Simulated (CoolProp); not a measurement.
Saturation properties of chlorine.

Values from CoolProp's reference Helmholtz-energy equation of state, Thol 2021.

```tsv
T (K)	p (bar)	vapour density (kg/m³)	liquid cp (kJ/(kg K))
260.4	2.369	[?]	0.9510
265.7	[?]	[?]	0.9550
270.9	[?]	11.46	0.9593
276.2	4.063	13.48	0.9644
281.4	4.783	15.71	[?]
286.7	5.611	[?]	0.9764
291.9	6.522	21.07	0.9834
297.2	[?]	[?]	0.9913
```

Q: What belongs in the gaps?

A: 
- 260.4, vapour density (kg/m³): 8.150
- 265.7, p (bar): 2.862
- 265.7, vapour density (kg/m³): 9.715
- 270.9, p (bar): 3.417
- 281.4, liquid cp (kJ/(kg K)): 0.9700
- 286.7, vapour density (kg/m³): 18.27
- 297.2, p (bar): 7.560
- 297.2, vapour density (kg/m³): 24.24

It boils at 239.2 K under 1 atm.
